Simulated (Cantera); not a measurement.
An isothermal, constant-pressure homogeneous reactor starts with CH4 : H2O : H2 = 1 : 0.8 : 0.21 (molar parts), at 1650 K and 0.540 bar. Integrator tolerance rtol = 1e-08.

Computed with Cantera and GRI-Mech 3.0 (53 species, 325 reactions).

Question: What does this change do: temperature 1650 to 1598 K?

Answer: 
| quantity | before | after |
|---|---|---|
| x(CH4) at 5.00 s | 0.0179 (gas-phase equilibrium 0.0100) | 0.0309 (gas-phase equilibrium 0.0150) |
| x(H2O) at 5.00 s | 0.0550 (gas-phase equilibrium 2.24e-6) | 0.103 (gas-phase equilibrium 2.52e-6) |
| x(H2) at 5.00 s | 0.711 (gas-phase equilibrium 0.756) | 0.666 (gas-phase equilibrium 0.752) |
| x(CH2CO) at 5.00 s | 3.69e-6 (gas-phase equilibrium 1.58e-7) | 7.84e-6 (gas-phase equilibrium 1.67e-7) |
| x(O) at 5.00 s | 2.56e-11 (gas-phase equilibrium <1e-12) | 1.26e-11 (gas-phase equilibrium <1e-12) |

Question: What does this change do: pressure from 0.540 bar to 1.01 bar?

Answer: 
```
quantity                                             before                                    after
------------------  ---------------------------------------  ---------------------------------------
x(CH4) at 5.00 s      0.0179 (gas-phase equilibrium 0.0100)    0.0250 (gas-phase equilibrium 0.0169)
x(H2O) at 5.00 s     0.0550 (gas-phase equilibrium 2.24e-6)   0.0441 (gas-phase equilibrium 4.60e-6)
x(H2) at 5.00 s         0.711 (gas-phase equilibrium 0.756)      0.713 (gas-phase equilibrium 0.751)
x(CH2CO) at 5.00 s  3.69e-6 (gas-phase equilibrium 1.58e-7)  2.41e-6 (gas-phase equilibrium 2.70e-7)
x(O) at 5.00 s      2.56e-11 (gas-phase equilibrium <1e-12)  1.20e-11 (gas-phase equilibrium <1e-12)
```
